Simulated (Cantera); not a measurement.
# Hydrocarbon pyrolysis for carbon deposition

An isothermal, constant-pressure homogeneous reactor starts with 3.16 % C2H6, 91.8 % N2, 5.06 % H2O, at 1500 K and 38.3 Torr.

Computed with Cantera and GRI-Mech 3.0 (53 species, 325 reactions).

| t (s) | x C2H6 | x C2H | x H2 | x C2H2 | x CH3 | x HCN | x C2H4 |
|---|---|---|---|---|---|---|---|
| 1.00e-5 | 0.0316 | <1e-12 | 4.64e-8 | <1e-12 | 8.99e-5 | <1e-12 | 7.76e-8 |
| 3.16e-5 | 0.0315 | <1e-12 | 1.33e-6 | 5.08e-11 | 0.000281 | <1e-12 | 2.04e-6 |
| 0.000100 | 0.0311 | <1e-12 | 5.17e-5 | 1.48e-8 | 0.000840 | 2.01e-11 | 6.03e-5 |
| 0.000316 | 0.0287 | 6.95e-11 | 0.00132 | 8.19e-6 | 0.00220 | 9.27e-9 | 0.00141 |
| 0.00100 | 0.0177 | 8.55e-9 | 0.00979 | 0.000622 | 0.00330 | 1.73e-7 | 0.00964 |
| 0.00316 | 0.00272 | 7.85e-8 | 0.0269 | 0.00703 | 0.00146 | 5.78e-7 | 0.0163 |
| 0.0100 | 8.93e-5 | 5.97e-8 | 0.0390 | 0.0171 | 0.000313 | 7.56e-7 | 0.00870 |
| 0.0316 | 9.58e-6 | 2.60e-8 | 0.0443 | 0.0221 | 0.000103 | 7.69e-7 | 0.00372 |
| 0.100 | 2.85e-6 | 1.55e-8 | 0.0471 | 0.0248 | 5.46e-5 | 7.70e-7 | 0.00103 |
| 0.316 | 2.25e-6 | 1.47e-8 | 0.0483 | 0.0257 | 4.87e-5 | 7.73e-7 | 8.93e-5 |
| 1.00 | 2.06e-6 | 1.50e-8 | 0.0495 | 0.0258 | 4.68e-5 | 7.84e-7 | 5.01e-5 |
x: mole fraction; the columns are a selection and need not sum to one.

Equilibrium at this temperature and pressure: C2H6 5.20e-11, C2H 2.20e-10, H2 0.125, C2H2 0.000526, CH3 1.96e-7, HCN 0.0103, C2H4 9.45e-7 (gas phase only).
